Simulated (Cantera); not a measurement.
Equilibrium for chlorosilane synthesis and conversion: SiCl₄ + HCl + H₂

Input: 1 mol SiCl₄, 2.6 mol HCl, 2.5 mol H₂, at 22.0 bar.

Equilibrium computed with Cantera from the NASA thermochemical tables; the gas is ideal and each condensed phase is pure. Candidate condensed phases: Si; 19 gas species. The tables' values for SiCl₃ are old estimates; treat these amounts as uncertain. Rates play no part.

```
T (K)  x HCl   x H₂  x SiCl₄  x SiHCl₃   x SiCl₃
-----  -----  -----  -------  --------  --------
623    0.426  0.410    0.164   7.30e-6  1.71e-11
698    0.426  0.410    0.164   3.11e-5  6.77e-10
773    0.426  0.410    0.164   9.91e-5   1.30e-8
848    0.426  0.410    0.164  0.000255   1.47e-7
923    0.427  0.409    0.163  0.000558   1.11e-6
998    0.427  0.409    0.163   0.00108   6.11e-6
1073   0.428  0.408    0.162   0.00189   2.63e-5
1148   0.429  0.407    0.161   0.00305   9.29e-5
1223   0.431  0.405    0.159   0.00461  0.000278
1298   0.433  0.403    0.157   0.00656  0.000724
1373   0.437  0.400    0.153   0.00886   0.00167
1448   0.441  0.395    0.148    0.0114   0.00348
1523   0.447  0.390    0.142    0.0139   0.00656
1598   0.455  0.382    0.133    0.0160    0.0112
```
x: gas mole fraction; nothing condenses.

From 623 K to 1598 K nothing is condensed. The main Si-bearing gas is SiCl₄ throughout.
